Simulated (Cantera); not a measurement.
A closed system holds: 1 mol Ta2O5, 2.8 mol CH4, 2.3 mol CO, held at 35.0 Pa.

Method: chemical equilibrium by Gibbs-energy minimisation in Cantera with the NASA 1993 tables (ideal gas, pure condensed phases). Candidate condensed phases: C, C6H6, C7H8, C8H18, H2O, Ta, TaC, Ta2O5; 113 gas species. Condensed phases not in the tables: Ta2C, N, O or C dissolved in the metal. Equilibrium is a limit: real reactors are often held back by kinetics, nucleation or transport.

Q: At 2273 K, list the 6 most abundant gas species with their mole fractions, and the condensed phases.

A: CO 0.375, H2 0.290, H 0.242, TaO2 0.0694, TaO 0.0218, H2O 0.000908. Condensed: Ta(s).
